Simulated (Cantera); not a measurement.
Input: 1 mol Fe, 0.038 mol O2, 4.9 mol CO, 0.14 mol NH3, equilibrated at 1873 K.

Cantera equilibrium calculation (NASA polynomials, part measured and part estimated; ideal gas, pure solids and liquids). Candidate condensed phases: C, C6H6, C7H8, C8H18, Fe, Fe(CO)5, FeO, Fe(OH)2, Fe(OH)3, Fe2O3, Fe3O4, H2O; 140 gas species. Equilibrium is a limit: real reactors are often held back by kinetics, nucleation or transport.

What share of the Fe ends up in condensed phases as a function of P (Pa), at 10, 120, 1600, 19000, 240000, 3000000?


| P (Pa) | Fe condensed (%) | as |
|---|---|---|
| 10 | 0.0 | - |
| 120 | 63.4 | Fe(l) |
| 1600 | 97.4 | Fe(l) |
| 19000 | 99.8 | Fe(l) |
| 240000 | 100.0 | Fe(l) |
| 3000000 | 100.0 | Fe(l) |
